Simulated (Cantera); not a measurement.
Equilibrium for fluorocarbon and chlorocarbon gases: CHF3 + H2

Charge: 1 mol CHF3, a varied amount of H2, equilibrated at 2723.15 K and 53.0 mbar.

Equilibrium computed with Cantera from the NASA thermochemical tables; the gas is ideal and each condensed phase is pure. Candidate condensed phases: C, C6H6, C7H8, C8H18; 95 gas species. Kinetics and transport are ignored.

| n(H2) (mol) | log p HF | log p H2 | log p F | log p H | log p CF2 | log p CF | log p C2H2 (acetylene) | log p C2H | n C(graphite) |
|---|---|---|---|---|---|---|---|---|---|
| 0.58 | -1.40 | -6.09 | -2.01 | -4.25 | -2.59 | -3.22 | -7.68 | -6.80 | 0.825 |
| 0.77 | -1.34 | -5.56 | -2.22 | -3.99 | -3.01 | -3.43 | -7.15 | -6.53 | 0.922 |
| 1 | -1.29 | -3.84 | -3.03 | -3.13 | -4.62 | -4.24 | -5.43 | -5.68 | 0.992 |
| 1.4 | -1.35 | -2.40 | -3.81 | -2.41 | -6.18 | -5.02 | -3.99 | -4.95 | 0.981 |
| 1.8 | -1.40 | -2.11 | -4.00 | -2.26 | -6.57 | -5.22 | -3.71 | -4.81 | 0.963 |
| 2.5 | -1.48 | -1.90 | -4.19 | -2.16 | -6.95 | -5.40 | -3.49 | -4.70 | 0.932 |
| 3.3 | -1.56 | -1.77 | -4.33 | -2.10 | -7.22 | -5.54 | -3.37 | -4.64 | 0.895 |
| 4.4 | -1.64 | -1.68 | -4.46 | -2.05 | -7.49 | -5.67 | -3.27 | -4.60 | 0.844 |
log p: log10 of the partial pressure in bar; n: condensed amount in mol.

From 0.58 mol H2 to 4.4 mol H2 the condensed part is C(graphite). The main C-bearing gas is CF2 at 0.58 mol H2 and C2H2 (acetylene) at 4.4 mol H2. The share of C in condensed phases is highest at 1 mol H2 (99.2 %) and lowest at 0.58 mol H2 (82.5 %).
